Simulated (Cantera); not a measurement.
Cantera run:

```python
import numpy as np
import cantera as ct

gas_names = """
    H H2 N NH NH2 NH3 N2 N2H2 N2H4 Si SiH SiH2 SiH3 SiH4 SiN Si2 Si2N Si3
""".split()
cond_names = """
    Si(cr) Si(L) Si3N4(a)
""".split()


def load(file, names, dense=False):
    # The tables refer to 1 bar. Condensed volumes are neglected.
    table = {s.name: s for s in ct.Species.list_from_file(file)}
    out = []
    for n in names:
        d = dict(table[n].input_data)
        d["thermo"] = dict(d["thermo"], **{"reference-pressure": 1e5})
        if dense:
            d["equation-of-state"] = {"model": "constant-volume", "density": "1e6 g/cm^3"}
        out.append(ct.Species.from_dict(d))
    return out


gas = ct.Solution(thermo="ideal-gas", species=load("nasa_gas.yaml", gas_names))
cond = {s.name: ct.Solution(thermo="fixed-stoichiometry", species=[s], name=s.name)
        for s in load("nasa_condensed.yaml", cond_names, dense=True)}
atoms = {
    'trisilylamine': {'Si': 3, 'N': 1, 'H': 9},
    'N2': {'N': 2},
    'H2': {'H': 2},
}
top_T = {'Si3N4(a)': 2400}  # K; cautious upper limits of use, not melting points


def equilibrate(T, P, feed):
    n = {}
    for name, mol in feed.items():
        for a, k in atoms[name].items():
            n[a] = n.get(a, 0.0) + k * mol
    gas.TPX = T, P, n
    mass = sum(n.values()) * gas.mean_molecular_weight
    gas.equilibrate("TP")
    valid = [c for c in cond.values() if c.min_temp <= T <= top_T.get(c.name, c.max_temp)]
    mix = ct.Mixture([(gas, mass / gas.mean_molecular_weight)] + [(c, 0.0) for c in valid])
    mix.T, mix.P = T, P
    mix.equilibrate("TP", solver="vcs", rtol=1e-11, max_steps=5000)
    return mix


results = []
P = 1000  # Pa
for T in [1173, 1248, 1323, 1398, 1473, 1548, 1623, 1698, 1773]:
    for m in [0.64, 1.5, 3.4, 7.9, 18, 42, 98]:
        feed = {'trisilylamine': 1, 'N2': 3.4, 'H2': m}  # mol
        mix = equilibrate(T, P, feed)
        results.append((T, P, feed, dict(zip(mix.species_names, mix.species_moles))))

for T, P, feed, n in results:
    print(f"{T:7g} {feed['H2']:10.4g}  " + (" + ".join(c for c in cond_names if n.get(c, 0) > 1e-12) or "gas only"))
```

Output:

```
   1173       0.64  Si3N4(a)
   1173        1.5  Si3N4(a)
   1173        3.4  Si3N4(a)
   1173        7.9  Si3N4(a)
   1173         18  Si3N4(a)
   1173         42  Si3N4(a)
   1173         98  Si3N4(a)
   1248       0.64  Si3N4(a)
   1248        1.5  Si3N4(a)
   1248        3.4  Si3N4(a)
   1248        7.9  Si3N4(a)
   1248         18  Si3N4(a)
   1248         42  Si3N4(a)
   1248         98  Si3N4(a)
   1323       0.64  Si3N4(a)
   1323        1.5  Si3N4(a)
   1323        3.4  Si3N4(a)
   1323        7.9  Si3N4(a)
   1323         18  Si3N4(a)
   1323         42  Si3N4(a)
   1323         98  Si3N4(a)
   1398       0.64  Si3N4(a)
   1398        1.5  Si3N4(a)
   1398        3.4  Si3N4(a)
   1398        7.9  Si3N4(a)
   1398         18  Si3N4(a)
   1398         42  Si3N4(a)
   1398         98  Si3N4(a)
   1473       0.64  Si3N4(a)
   1473        1.5  Si3N4(a)
   1473        3.4  Si3N4(a)
   1473        7.9  Si3N4(a)
   1473         18  Si3N4(a)
   1473         42  Si3N4(a)
   1473         98  Si3N4(a)
   1548       0.64  Si3N4(a)
   1548        1.5  Si3N4(a)
   1548        3.4  Si3N4(a)
   1548        7.9  Si3N4(a)
   1548         18  Si3N4(a)
   1548         42  Si3N4(a)
   1548         98  Si3N4(a)
   1623       0.64  Si3N4(a)
   1623        1.5  Si3N4(a)
   1623        3.4  Si3N4(a)
   1623        7.9  Si3N4(a)
   1623         18  Si3N4(a)
   1623         42  Si(cr) + Si3N4(a)
   1623         98  Si(cr)
   1698       0.64  Si3N4(a)
   1698        1.5  Si3N4(a)
   1698        3.4  Si3N4(a)
   1698        7.9  Si(L) + Si3N4(a)
   1698         18  Si(L)
   1698         42  Si(L)
   1698         98  Si(L)
   1773       0.64  Si(L)
   1773        1.5  Si(L)
   1773        3.4  Si(L)
   1773        7.9  Si(L)
   1773         18  Si(L)
   1773         42  Si(L)
   1773         98  Si(L)
```

Equilibrium computed with Cantera from the NASA thermochemical tables; the gas is ideal and each condensed phase is pure. The feed counts by its element totals alone. Mutual solubility and eutectic melting of coexisting phases are not modelled.
